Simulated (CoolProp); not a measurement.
A simple Rankine cycle with R114: condensing at 299.15 K, boiler at 1.52 MPa, turbine inlet 416.7 K, turbine efficiency 0.7, pump efficiency 0.8, no recuperator. Each further row changes one setting.

Values from CoolProp's reference Helmholtz-energy equation of state, Platzer 1990. This equation is an older, rougher fit; its heat capacities, sound speeds and derivatives of the liquid may be far off and weren't checked against measurements.

```
case                             thermal efficiency (%)  net work (kJ/kg)  heat in (kJ/kg)  turbine exit temperature (K)  volume ratio over the turbine
-------------------------------  ----------------------  ----------------  ---------------  ----------------------------  -----------------------------
as stated                                           ___               ___              205                         373.8                           7.29
turbine inlet 436.7 K                               ___              23.5              223                           ___                            ___
condensing temperature 291.15 K                     ___              25.0              213                         369.2                           9.44
boiler pressure 1.06 MPa                            9.0              18.8              210                         383.9                            ___
turbine efficiency 0.6                              9.1               ___              205                         378.0                           7.38
```

What belongs in the gaps?


- as stated, thermal efficiency (%): 10.7
- as stated, net work (kJ/kg): 21.9
- turbine inlet 436.7 K, thermal efficiency (%): 10.5
- turbine inlet 436.7 K, turbine exit temperature (K): 394.4
- turbine inlet 436.7 K, volume ratio over the turbine: 7.10
- condensing temperature 291.15 K, thermal efficiency (%): 11.7
- boiler pressure 1.06 MPa, volume ratio over the turbine: 4.87
- turbine efficiency 0.6, net work (kJ/kg): 18.6
